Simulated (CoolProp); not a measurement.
CHF3 (R23) along the isotherm 307.7 K: Z from the reference equation and from simpler models built on Tc = 299.3 K, pc = 48.32 bar, ω = 0.263; each cubic takes its own stable root.

Computed with CoolProp (reference Helmholtz-energy equation of state, Penoncello 2003).

```
p (bar)          phase   reference  van der Waals  Soave-Redlich-Kwong  Peng-Robinson
-------  -------------  ----------  -------------  -------------------  -------------
1.53               gas      0.9895         0.9911               0.9901         0.9889
3.48               gas      0.9760         0.9797               0.9774         0.9747
7.91               gas      0.9443         0.9528               0.9476         0.9416
18                 gas      0.8668         0.8861           (withheld)     (withheld)
41                 gas      0.6433         0.6814               0.6666         0.6399
93.3     supercritical  (withheld)         0.4237               0.3632         0.3291
212      supercritical      0.5498         0.8022               0.6432         0.5791
483      supercritical       1.097          1.609                1.237          1.114
```

Question: What belongs in the gaps?

Answer: 
- 18, Soave-Redlich-Kwong: 0.8751
- 18, Peng-Robinson: 0.8618
- 93.3, reference: 0.2910
